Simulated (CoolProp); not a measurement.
Vapour-liquid equilibrium of CH2F2 (R32) (1) + methanol (2) at 101 kPa; x and y are mole fractions of (1).

Computed with CoolProp (multi-fluid Helmholtz-energy mixture model, Tillner-Roth 1997 and de Reuck 1993; pair parameters Bell 2016).

### Question
Give the bubble temperature and the first vapour's composition at x = 0.45, 0.55, 0.95. Is there an azeotrope?

### Answer
x = 0.45: -48.0 °C, y = 0.999; x = 0.55: -48.2 °C, y = 0.999; x = 0.95: -50.8 °C, y = 1.000. No azeotrope shows between x = 0.05 and 0.95.

Pair parameters are fitted to limited data, so mixtures are less certain than the pure fluids. With so large a gap from Raoult's law the liquid may split in two, which this calculation doesn't test in full.
